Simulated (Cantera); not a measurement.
Carbothermic reduction: Fe₂O₃ + C + N₂

A closed system holds: 1 mol Fe₂O₃, 2.9 mol C, 0.25 mol N₂.

Method: chemical equilibrium by Gibbs-energy minimisation in Cantera with the NASA 1993 tables (ideal gas, pure condensed phases). Candidate condensed phases: C, Fe, Fe(CO)₅, FeO, Fe₂O₃, Fe₃O₄; 27 gas species. The tables' stoichiometric FeO is somewhat more stable than real wüstite, so its field is too wide. FeO: taken at fixed stoichiometry. Condensed phases not in the tables: cementite and carbon dissolved in iron. Kinetics and transport are ignored.

Stable condensed phases:

```
T in K \ P in Pa
              10      52     270    1400    7200   37000  190000 1000000
   1823        A       B       B       B       B       B       B       B
   1748        B       B       B       B       B       B       B       B
   1673        B       B       B       B       B       B       B       B
   1598        B       B       B       B       B       B       B       B
   1523        B       B       B       B       B       B       B       B
   1448        B       B       B       B       B       B       B       B
   1373        B       B       B       B       B       B       B       B
   1298        B       B       B       B       B       B       B       C
   1223        B       B       B       B       B       B       B       C
   1148        B       B       B       B       B       B       C       D
   1073        B       B       B       B       B       C       C       D
    998        B       B       B       B       C       C       D       D
```

A: gas only; B: Fe; C: C + Fe; D: C + FeO.
